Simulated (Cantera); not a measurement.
## Reactions in the system B-H-N-O

Standard-state values (1 bar) from the NASA 1993 polynomials, evaluated with Cantera. Values are per mole of reaction as written; species without (g) are pure solids or liquids, kept so even where they would boil at 1 bar.

2 O(g) + 2 B₂O₂(g) + NH₃(g) → 3 HBO₂(g) + BN

| T (K) | ΔH° (kJ) | ΔS° (J/K) | ΔG° (kJ) | log10 K |
|---|---|---|---|---|
| 1800 | -1494.4 | -303.2 | -948.6 | 27.53 |
| 1825 | -1494.5 | -303.3 | -941.0 | 26.93 |
| 1850 | -1494.5 | -303.3 | -933.5 | 26.36 |
| 1875 | -1494.6 | -303.3 | -925.9 | 25.79 |
| 1900 | -1494.7 | -303.4 | -918.3 | 25.25 |
| 1925 | -1494.7 | -303.4 | -910.7 | 24.71 |
| 1950 | -1494.8 | -303.4 | -903.1 | 24.19 |
| 1975 | -1494.9 | -303.5 | -895.5 | 23.68 |
